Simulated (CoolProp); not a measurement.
The numbers come from the reference Helmholtz-energy equation of state, de Vries 1995 in CoolProp.

For R124, give the phase and the density (kg/m³), viscosity (µPa s), fugacity coefficient at 196.85 °C and 11.3 bar; 196.85 °C and 73.6 bar.


- 196.85 °C and 11.3 bar: gas; density 42.0, viscosity 20.2, fugacity coefficient 0.942
- 196.85 °C and 73.6 bar: supercritical; density 432, viscosity 32.9, fugacity coefficient 0.667

Viscosity comes from a separate model (Bell 2016), an estimate that may be off by 10 % or more.
